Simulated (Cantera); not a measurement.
An isothermal, constant-pressure homogeneous reactor starts with H₂ : O₂ : N₂ = 1.7 : 1 : 8.1 (molar parts), equivalence ratio 0.85, at 775 K and 120 Torr. Integrator tolerance rtol = 1e-08.

Computed with Cantera and the H2/O2 subset of GRI-Mech 3.0, which has no nitrogen chemistry. Below about 950 K walls govern HO2 and H2O2 in real vessels. The temperature is held fixed by assumption; the heat of reaction is taken as removed at once.

**Question.** What does this change do: temperature 775 to 1198 K?

**Answer.** 
```
quantity                                              before                                      after
-----------------  -----------------------------------------  -----------------------------------------
x(H₂) at 20.0 s         0.157 (gas-phase equilibrium <1e-12)    4.43e-8 (gas-phase equilibrium 4.27e-8)
x(O₂) at 20.0 s        0.0926 (gas-phase equilibrium 0.0151)      0.0151 (gas-phase equilibrium 0.0151)
x(H₂O₂) at 20.0 s     7.66e-6 (gas-phase equilibrium <1e-12)  2.06e-10 (gas-phase equilibrium 1.97e-10)
x(O) at 20.0 s       3.47e-11 (gas-phase equilibrium <1e-12)    7.75e-9 (gas-phase equilibrium 7.42e-9)
x(OH) at 20.0 s    8.23e-12 (gas-phase equilibrium 4.27e-10)    3.19e-6 (gas-phase equilibrium 3.13e-6)
x(HO₂) at 20.0 s    7.49e-7 (gas-phase equilibrium 1.03e-12)    1.50e-9 (gas-phase equilibrium 1.50e-9)
x(H) at 20.0 s       5.17e-10 (gas-phase equilibrium <1e-12)  1.05e-10 (gas-phase equilibrium 9.88e-11)
```
